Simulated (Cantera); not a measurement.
## Equilibrium for iron carbonyl, mercury and lead vapours: HgO + H2 + N2

A closed system holds: 1 mol HgO, 0.23 mol H2, 0.79 mol N2, equilibrated at 427 °C and 5030 Torr.

Cantera equilibrium calculation (NASA polynomials, part measured and part estimated; ideal gas, pure solids and liquids). Candidate condensed phases: H2O, Hg, HgO; 25 gas species. The numbers say what is thermodynamically allowed, not how fast it happens.

The x(N2) is 0.625 and the x(Hg) comes out as 0.189. The x(H2O) is 0.182. The x(O2) is 0.00352 and the n(HgO(s)) is 0.761 mol. The gas amount comes out as 1.263 mol. The log10 activity of Hg(l) (absent) is -0.39.
